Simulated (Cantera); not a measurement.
Feed: 1 mol Si, 0.13 mol H₂O, at 0.0133 bar.

Cantera equilibrium calculation (NASA polynomials, part measured and part estimated; ideal gas, pure solids and liquids). Candidate condensed phases: H₂O, Si, SiO₂; 18 gas species. Mutual solubility and eutectic melting of coexisting phases are not modelled. The tables hold silica as quartz up to 1696 K and as liquid above; real silica turns to tridymite and cristobalite and melts near 1996 K. Equilibrium is a limit: real reactors are often held back by kinetics, nucleation or transport.

log p: log10 of the partial pressure in bar; n: condensed amount in mol.

```
T (K)  log p H₂   log p SiO  log p H  log p H₂O  n Si(s)  n SiO₂(α-quartz)  n SiO₂(β-quartz)
-----  --------  ----------  -------  ---------  -------  ----------------  ----------------
773       -1.88        <-13   -12.98       <-13    0.935            0.0650                 0
873       -1.88  (withheld)   -11.27     -12.45    0.935                 0            0.0650
973       -1.88  (withheld)    -9.90     -11.18    0.935                 0            0.0650
1073      -1.88  (withheld)    -8.79     -10.16    0.935                 0            0.0650
1173      -1.88  (withheld)    -7.87      -9.31    0.935                 0            0.0650
1273      -1.88  (withheld)    -7.08      -8.61    0.935                 0            0.0650
1373      -1.88  (withheld)    -6.42      -8.00    0.935                 0            0.0648
```

**Question.** Fill in the missing entries.

**Answer.** 
- 873, log p SiO: -11.93
- 973, log p SiO: -9.79
- 1073, log p SiO: -8.05
- 1173, log p SiO: -6.62
- 1273, log p SiO: -5.41
- 1373, log p SiO: -4.39
